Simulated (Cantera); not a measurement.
# Ammonia decomposition in nitride growth gas

A perfectly stirred reactor is fed with 33.3 % NH3, 66.7 % H2, at 0.860 bar; it is held at 1625 K, and followed from long to short residence time.

Cantera simulation using the gas-phase N/H chemistry of the illustrative SiF4/NH3 mechanism in the Surface Chemkin manual (1991); the numbers are that mechanism's predictions, not measurements. Walls and surfaces, which speed up NH3 decomposition in real reactors, are not modelled.

```
τ (s)   x NH3   x H2     x NH   x N2H4    x NH2      x N2
------  -----  -----  -------  -------  -------  --------
2.1     0.281  0.699  1.97e-7  3.38e-8  4.39e-5    0.0196
1.0     0.305  0.684  2.07e-7  3.86e-8  4.70e-5    0.0106
0.47    0.319  0.676  2.12e-7  4.15e-8  4.87e-5   0.00535
0.22    0.326  0.671  2.14e-7  4.29e-8  4.95e-5   0.00258
0.10    0.330  0.669  2.14e-7  4.32e-8  4.97e-5   0.00118
0.047   0.332  0.668  2.09e-7  4.26e-8  4.93e-5  0.000544
0.022   0.333  0.667  2.00e-7  4.07e-8  4.82e-5  0.000241
0.010   0.333  0.667  1.78e-7  3.64e-8  4.56e-5   9.63e-5
0.0048  0.333  0.667  1.42e-7  2.89e-8  4.06e-5   3.55e-5
0.0022  0.333  0.667  8.47e-8  1.72e-8  3.14e-5   9.01e-6
```
x: mole fraction; the columns are a selection and need not sum to one.
